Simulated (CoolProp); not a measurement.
Vapour-liquid equilibrium of R143a (1) + isobutene (2) at -25.75 °C; x and y are mole fractions of (1).

Model: multi-fluid Helmholtz-energy mixture model, Lemmon and Jacobsen 2000 and Lemmon 2005; pair parameters Bell 2016, in CoolProp.

```tsv
x	bubble pressure, mixture model (MPa)	bubble pressure, Raoult's law (MPa)	y, mixture model	y, Raoult's law
0.05	0.07707	0.05603	0.427	0.227
0.125	0.1124	0.07166	(withheld)	0.443
0.2	0.1376	0.08729	0.709	0.582
0.275	0.1562	0.1029	0.755	0.679
0.35	0.1705	0.1185	0.787	0.750
0.425	(withheld)	0.1342	0.810	0.805
0.5	0.1922	0.1498	0.831	0.848
0.575	0.2015	0.1654	0.850	0.883
0.65	(withheld)	0.1811	0.869	0.912
0.725	0.2194	0.1967	0.890	0.936
0.8	(withheld)	0.2123	(withheld)	0.957
0.875	0.2380	0.2280	0.942	0.975
0.95	0.2476	0.2436	0.974	0.991
```

Fill in the missing entries.


- 0.125, y, mixture model: 0.626
- 0.425, bubble pressure, mixture model (MPa): 0.1821
- 0.65, bubble pressure, mixture model (MPa): 0.2104
- 0.8, bubble pressure, mixture model (MPa): 0.2286
- 0.8, y, mixture model: 0.914

The largest gap from Raoult's law is +57.6 % in bubble pressure, at x = 0.2. No azeotrope shows between x = 0.05 and 0.95.

Pair parameters are fitted to limited data, so mixtures are less certain than the pure fluids. With so large a gap from Raoult's law the liquid may split in two, which this calculation doesn't test in full.
